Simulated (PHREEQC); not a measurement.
Dissolve 2.8 mmol/kgw HCl and 1.4 mmol/kgw MnSO4 at 25 °C. Closed to the air; pH follows from the charge balance.

Equilibrium calculation in PHREEQC: ion-association model, phreeqc.dat.

This is a speciation only: nothing precipitates in the calculation.

Problem. What pH does the model give?

Solution. pH 2.62.

Problem. In which forms is S present?

Solution. SO4-2 77 %, HSO4- 14 %, MnSO4 8.6 % of the S.

Complexes and solids missing from the database can't appear.
